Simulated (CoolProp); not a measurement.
Vapour-liquid equilibrium of R22 (1) + R142b (2) at 185.3 K; x and y are mole fractions of (1).

Model: multi-fluid Helmholtz-energy mixture model, Kamei 1995 and Lemmon 2006; pair parameters Bell 2016, in CoolProp.

```json
[
 {"x": "0.05", "bubble pressure (MPa)": "0.001032", "y at the bubble point": "[?]", "dew pressure at overall composition x (MPa)": "0.0008250", "liquid density (mol/L)": "[?]"},
 {"x": "0.2", "bubble pressure (MPa)": "0.001712", "y at the bubble point": "0.628", "dew pressure at overall composition x (MPa)": "0.0009540", "liquid density (mol/L)": "14.24"},
 {"x": "0.35", "bubble pressure (MPa)": "0.002380", "y at the bubble point": "0.782", "dew pressure at overall composition x (MPa)": "0.001130", "liquid density (mol/L)": "[?]"},
 {"x": "0.5", "bubble pressure (MPa)": "0.003084", "y at the bubble point": "0.871", "dew pressure at overall composition x (MPa)": "0.001385", "liquid density (mol/L)": "15.43"},
 {"x": "0.65", "bubble pressure (MPa)": "0.003843", "y at the bubble point": "[?]", "dew pressure at overall composition x (MPa)": "0.001783", "liquid density (mol/L)": "[?]"},
 {"x": "0.8", "bubble pressure (MPa)": "0.004650", "y at the bubble point": "0.969", "dew pressure at overall composition x (MPa)": "[?]", "liquid density (mol/L)": "16.79"},
 {"x": "0.95", "bubble pressure (MPa)": "0.005463", "y at the bubble point": "0.994", "dew pressure at overall composition x (MPa)": "0.004214", "liquid density (mol/L)": "17.54"}
]
```

### Question
Fill in the missing entries.

### Answer

- 0.05, y at the bubble point: 0.273
- 0.05, liquid density (mol/L): 13.71
- 0.35, liquid density (mol/L): 14.81
- 0.65, y at the bubble point: 0.930
- 0.65, liquid density (mol/L): 16.08
- 0.8, dew pressure at overall composition x (MPa): 0.002496

No azeotrope shows between x = 0.05 and 0.95.

The pair parameters rest on a limited set of measurements; away from them the model extrapolates.
